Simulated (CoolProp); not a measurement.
A single-stage vapour-compression cycle with the fluid: evaporating at 271.15 K (dew point), condensing at 315.15 K (bubble point), superheat 10 K, subcooling 2 K, compressor efficiency 0.7, no pressure losses. The same conditions are run with several fluids, on thermodynamics alone (safety and materials aside).

Values from CoolProp's reference Helmholtz-energy equation of state of each fluid (n-perfluorobutane: Gao 2022; cis-2-butene: Lemmon 2005; chlorine: Thol 2021; fluoroethane (R161): Wu 2012; n-butane: Bücker 2006; R1132(E): Akasaka 2024).

```csv
fluid,cooling COP,pressure ratio,discharge temperature (K),refrigerating effect (kJ/kg),volumetric capacity (kJ/m³)
n-perfluorobutane,[?],4.39,315.1,58.2,628
cis-2-butene,3.74,[?],346.5,340,[?]
chlorine,3.58,3.48,417.8,231,2550
fluoroethane (R161),3.52,3.51,357.6,300,2740
n-butane,3.66,4.18,333.9,302,744
R1132(E),3.25,3.28,354.9,186,4430
```

Question: Complete the blanks.

Answer: 
- n-perfluorobutane, cooling COP: 3.03
- cis-2-butene, pressure ratio: 4.41
- cis-2-butene, volumetric capacity (kJ/m³): 683

The compression ends wet for: n-perfluorobutane.
